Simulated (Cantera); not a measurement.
Charge: 1 mol HMDSO, 0.69 mol CO₂, 35 mol H₂, at 1.13 Torr.

Method: chemical equilibrium by Gibbs-energy minimisation in Cantera with the NASA 1993 tables (ideal gas, pure condensed phases). Candidate condensed phases: C, C₆H₆, C₇H₈, C₈H₁₈, H₂O, Si, SiC, SiO₂; 123 gas species. The feed counts by its element totals alone. Mutual solubility and eutectic melting of coexisting phases are not modelled. The tables hold silica as quartz up to 1696 K and as liquid above; real silica turns to tridymite and cristobalite and melts near 1996 K. Rates play no part.

Task: Which condensed phases are stable at each of these points (T (°C)): 775, 800, 825, 850, 875, 900, 925, 950, 975, 1000, 1025, 1050?

Result: 
```tsv
T (°C)	condensed phases	Si condensed (%)
775	C(graphite) + SiC(s) + SiO₂(β-quartz)	100.0
800	C(graphite) + SiC(s) + SiO₂(β-quartz)	100.0
825	C(graphite) + SiC(s) + SiO₂(β-quartz)	100.0
850	C(graphite) + SiC(s) + SiO₂(β-quartz)	100.0
875	C(graphite) + SiC(s) + SiO₂(β-quartz)	100.0
900	C(graphite) + SiC(s) + SiO₂(β-quartz)	100.0
925	C(graphite) + SiC(s) + SiO₂(β-quartz)	100.0
950	C(graphite) + SiC(s)	99.9
975	C(graphite) + SiC(s)	99.9
1000	C(graphite) + SiC(s)	99.9
1025	C(graphite) + SiC(s)	99.9
1050	C(graphite) + SiC(s)	99.9
```

From 775 °C to 925 °C the condensed part is C(graphite) + SiC(s) + SiO₂(β-quartz). From 950 °C to 1050 °C the condensed part is C(graphite) + SiC(s).
